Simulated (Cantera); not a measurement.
Cantera with NASA thermochemical tables; ideal gases at 1 bar, condensed phases pure. Values are per mole of reaction as written; species without (g) are pure solids or liquids, kept so even where they would boil at 1 bar.

0.6667 Ti + Cl₂(g) ⇌ 0.6667 TiCl₃(g)

```
T (K)  ΔH° (kJ)  ΔS° (J/K)  ΔG° (kJ)  log10 K
-----  --------  ---------  --------  -------
473         [?]        [?]       [?]      [?]
498         [?]        [?]       [?]      [?]
523         [?]        [?]       [?]      [?]
548      -359.7      -32.8    -341.7    32.57
```

Task: Some entries are withheld; supply them.

Result: 
- 473, ΔH° (kJ): -359.7
- 473, ΔS° (J/K): -32.8
- 473, ΔG° (kJ): -344.2
- 473, log10 K: 38.01
- 498, ΔH° (kJ): -359.7
- 498, ΔS° (J/K): -32.8
- 498, ΔG° (kJ): -343.4
- 498, log10 K: 36.02
- 523, ΔH° (kJ): -359.7
- 523, ΔS° (J/K): -32.8
- 523, ΔG° (kJ): -342.6
- 523, log10 K: 34.21
